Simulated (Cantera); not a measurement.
Charge: 1 mol Fe(CO)₅, 1.3 mol CO, 0.64 mol H₂, held at 1073 K and 1 atm.

Equilibrium computed with Cantera from the NASA thermochemical tables; the gas is ideal and each condensed phase is pure. Candidate condensed phases: C, C₆H₆, C₇H₈, C₈H₁₈, Fe, Fe(CO)₅, FeO, Fe(OH)₂, Fe(OH)₃, Fe₂O₃, Fe₃O₄, H₂O; 114 gas species. Condensed phases not in the tables: cementite and carbon dissolved in iron. The numbers say what is thermodynamically allowed, not how fast it happens.

Base state: CO 0.806, CO₂ 0.0927, H₂ 0.0912, H₂O 0.00969, CH₄ 0.000388 (mole fractions); condensed: C(graphite) + Fe(α).

Q: What changes in the equilibrium state with this change: temperature from 1073 K to 1098.15 K?

A: 
```tsv
species	before	after
CO	0.806	0.837
H₂	0.0912	0.0912
CO₂	0.0927	0.0646
H₂O	0.00969	0.00709
CH₄	0.000388	0.000307
C(graphite), mol	0.642	0.462
Fe(α), mol	1.00	1.00
```

Q: What changes in the equilibrium state with this change: temperature from 1073 K to 1548 K?

A: 
```json
[
 {"species": "CO", "before": "0.806", "after": "0.907"},
 {"species": "H₂", "before": "0.0912", "after": "0.0921"},
 {"species": "CO₂", "before": "0.0927", "after": "0.000367"},
 {"species": "H₂O", "before": "0.00969", "after": "0.000104"},
 {"species": "CH₄", "before": "0.000388", "after": "1.76e-5"},
 {"species": "C(graphite), mol", "before": "0.642", "after": "0.00313"},
 {"species": "Fe(α), mol", "before": "1.00", "after": "0"},
 {"species": "Fe(γ), mol", "before": "0", "after": "1.000"}
]
```
Iron dissolves carbon and melts from about 1420 K in contact with it, which pure phases cannot show.
